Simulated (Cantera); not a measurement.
An isothermal, constant-pressure homogeneous reactor starts with H₂ : O₂ : N₂ = 1.8 : 1 : 3.5 (molar parts), equivalence ratio 0.90, at 848 K and 0.493 atm.

Computed with Cantera and GRI-Mech 3.0 (53 species, 325 reactions). Below about 950 K walls govern HO2 and H2O2 in real vessels. The temperature is held fixed by assumption; the heat of reaction is taken as removed at once.

### Question
Predict: x(H₂) at 9.00 s; x(O₂) at 9.00 s; x(HO₂) at 9.00 s; x(H) at 9.00 s.

### Answer
| Property | Result |
|---|---|
| x(H₂) at 9.00 s | 0.243 (gas-phase equilibrium 1.47e-12) |
| x(O₂) at 9.00 s | 0.137 (gas-phase equilibrium 0.0185) |
| x(HO₂) at 9.00 s | 1.94e-5 (gas-phase equilibrium 1.32e-11) |
| x(H) at 9.00 s | 6.70e-8 (gas-phase equilibrium <1e-12) |
